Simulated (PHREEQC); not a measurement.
Synthetic water in mg/L, 20 °C, pH 2.54, pe 11: Na 63.7; K 5.54; Ca 93.3; Mg 8.98; Cl 66.7; S(6) as SO4 591; Cu(2) 3.6; F 0.0909.

Valence states are taken as typed.

The numbers come from PHREEQC with the ion-association model, wateq4f.dat.

| quantity | before | after |
|---|---|---|
| ionic strength (mol/kgw) | 0.0179 | 0.0326 |
| Ca+2 (mol/kgw) | 0.00176 | 0.00316 |
| HSO4- (mol/kgw) | 0.000798 | 0.00139 |
| CaSO4 (mol/kgw) | 0.000560 | 0.00148 |
| Mg+2 (mol/kgw) | 0.000274 | 0.000490 |
| SI of Gypsum (CaSO4:2H2O) | -0.95 | -0.53 |
| SI of Fluorite (CaF2) | -4.37 | -3.58 |

Question: Which change was made?
A) all concentrations times 2 at the same typed pH
B) Cu(2) from 3.6 to 7.2 mg/L
C) S(6) from 591 to 296 mg/L

Answer: A, all concentrations times 2 at the same typed pH

This is a speciation only: nothing precipitates in the calculation.
